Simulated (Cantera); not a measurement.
Charge: 1 mol Si2H6, 0.52 mol O3, equilibrated at 1.20 mbar.

These are equilibrium values from Cantera (NASA tables, ideal gas, pure condensed phases), not measurements of a reactor. Candidate condensed phases: H2O, Si, SiO2; 18 gas species. The feed counts by its element totals alone. Mutual solubility and eutectic melting of coexisting phases are not modelled. The tables hold silica as quartz up to 1696 K and as liquid above; real silica turns to tridymite and cristobalite and melts near 1996 K. Gases not in the tables: Si2H6 and higher silanes. Rates play no part.

x: gas mole fraction; n: condensed amount in mol.

| T (K) | x H2 | x SiO | x Si | x H | x SiH | x Si2 | x Si3 | n Si(s) | n SiO2(β-quartz) | n Si(l) |
|---|---|---|---|---|---|---|---|---|---|---|
| 1123 | 1.000 | 4.17e-5 | 5.36e-11 | 1.23e-6 | 4.72e-11 | <1e-12 | <1e-12 | 1.22 | 0.780 | 0 |
| 1223 | 0.999 | 0.000856 | 2.68e-9 | 8.68e-6 | 1.21e-9 | <1e-12 | <1e-12 | 1.22 | 0.779 | 0 |
| 1323 | 0.989 | 0.0110 | 7.39e-8 | 4.55e-5 | 1.87e-8 | 2.24e-11 | 2.68e-12 | 1.20 | 0.763 | 0 |
| 1423 | ? | ? | ? | ? | ? | ? | ? | ? | ? | 0 |
| 1523 | 0.657 | 0.342 | 1.50e-5 | 0.000541 | 1.23e-6 | 2.26e-8 | 4.28e-9 | 0.440 | 0 | 0 |
| 1623 | 0.656 | 0.342 | 0.000130 | 0.00162 | 7.34e-6 | 3.74e-7 | 8.52e-8 | 0.439 | 0 | 0 |
| 1723 | 0.654 | 0.341 | 0.000819 | 0.00426 | 3.30e-5 | 3.88e-6 | 9.65e-7 | 0 | 0 | 0.436 |
| 1823 | 0.647 | 0.339 | 0.00368 | 0.0101 | 0.000110 | 2.38e-5 | 5.60e-6 | 0 | 0 | 0.422 |
| 1923 | 0.630 | 0.333 | ? | ? | ? | ? | ? | 0 | 0 | ? |
| 2023 | 0.591 | 0.318 | 0.0474 | 0.0421 | 0.000812 | 0.000519 | 0.000110 | 0 | 0 | 0.197 |
| 2123 | 0.539 | 0.301 | 0.0821 | 0.0761 | 0.00108 | 0.000651 | 7.63e-5 | 0 | 0 | 0 |

Question: What belongs in the gaps?

Answer: 
- 1423, x H2: 0.902
- 1423, x SiO: 0.0982
- 1423, x Si: 1.27e-6
- 1423, x H: 0.000182
- 1423, x SiH: 1.88e-7
- 1423, x Si2: 9.11e-10
- 1423, x Si3: 1.40e-10
- 1423, n Si(s): 1.06
- 1423, n SiO2(β-quartz): 0.617
- 1923, x Si: 0.0141
- 1923, x H: 0.0216
- 1923, x SiH: 0.000318
- 1923, x Si2: 0.000121
- 1923, x Si3: 2.69e-5
- 1923, n Si(l): 0.371
